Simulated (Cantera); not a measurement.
What does this Cantera script print?

```python
import numpy as np
import cantera as ct

gas_names = """
    CL CL2 H HCL H2 Si SiCL SiCL2 SiCL3 SiCL4 SiH SiHCL3 SiH2 SiH2CL2 SiH3 SiH3CL SiH4 Si2 Si3
""".split()
cond_names = """
    Si(cr) Si(L)
""".split()


def load(file, names, dense=False):
    # The tables refer to 1 bar. Condensed volumes are neglected.
    table = {s.name: s for s in ct.Species.list_from_file(file)}
    out = []
    for n in names:
        d = dict(table[n].input_data)
        d["thermo"] = dict(d["thermo"], **{"reference-pressure": 1e5})
        if dense:
            d["equation-of-state"] = {"model": "constant-volume", "density": "1e6 g/cm^3"}
        out.append(ct.Species.from_dict(d))
    return out


gas = ct.Solution(thermo="ideal-gas", species=load("nasa_gas.yaml", gas_names))
cond = {s.name: ct.Solution(thermo="fixed-stoichiometry", species=[s], name=s.name)
        for s in load("nasa_condensed.yaml", cond_names, dense=True)}
atoms = {
    'Si': {'Si': 1},
    'HCl': {'H': 1, 'CL': 1},
    'H2': {'H': 2},
}
top_T = {}  # K; cautious upper limits of use, not melting points


def equilibrate(T, P, feed):
    n = {}
    for name, mol in feed.items():
        for a, k in atoms[name].items():
            n[a] = n.get(a, 0.0) + k * mol
    gas.TPX = T, P, n
    mass = sum(n.values()) * gas.mean_molecular_weight
    gas.equilibrate("TP")
    valid = [c for c in cond.values() if c.min_temp <= T <= top_T.get(c.name, c.max_temp)]
    mix = ct.Mixture([(gas, mass / gas.mean_molecular_weight)] + [(c, 0.0) for c in valid])
    mix.T, mix.P = T, P
    mix.equilibrate("TP", solver="vcs", rtol=1e-11, max_steps=5000)
    return mix


results = []
feed = {'Si': 1, 'HCl': 1.3, 'H2': 0.38}  # mol
T = 648  # K
for P in [1, 10, 100, 1000, 10000, 100000]:
    mix = equilibrate(T, P, feed)
    results.append((T, P, feed, dict(zip(mix.species_names, mix.species_moles))))

top = {s: max(r[3][s] / sum(r[3][g] for g in gas_names) for r in results) for s in gas_names}
cols = sorted((s for s in top if top[s] > 1e-06), key=lambda s: -top[s])[:6]
seen = [c for c in cond_names if any(r[3].get(c, 0) > 1e-12 for r in results)]
print("log10 of partial pressures in bar; condensed amounts in mol")
print(f"{'P/Pa':>10s}" + "".join(f"{s[:9]:>10s}" for s in cols + seen))
for T, P, feed, n in results:
    ng = sum(n[g] for g in gas_names)
    print(f"{P:10.4g}" + "".join(f"{np.log10(max(n[s] / ng * P / 1e5, 1e-99)):10.3f}" for s in cols)
          + "".join(f"{n.get(c, 0):10.4g}" for c in seen))
```

Result:

```
log10 of partial pressures in bar; condensed amounts in mol
      P/Pa        H2     SiCL4    SiHCL3   SiH2CL2       HCL     SiCL3    Si(cr)
         1    -5.121    -5.629    -7.201   -10.011    -7.657    -9.446    0.6736
        10    -4.122    -4.635    -5.955    -8.514    -6.909    -8.700    0.6716
       100    -3.123    -3.645    -4.714    -7.021    -6.162    -7.958    0.6686
      1000    -2.125    -2.664    -3.479    -5.532    -5.418    -7.222    0.6638
     1e+04    -1.129    -1.697    -2.255    -4.053    -4.678    -6.496    0.6559
     1e+05    -0.136    -0.751    -1.050    -2.587    -3.945    -5.787    0.6438
```

Cantera equilibrium calculation (NASA polynomials, part measured and part estimated; ideal gas, pure solids and liquids). The tables' values for SiCl3 are old estimates; treat these amounts as uncertain.
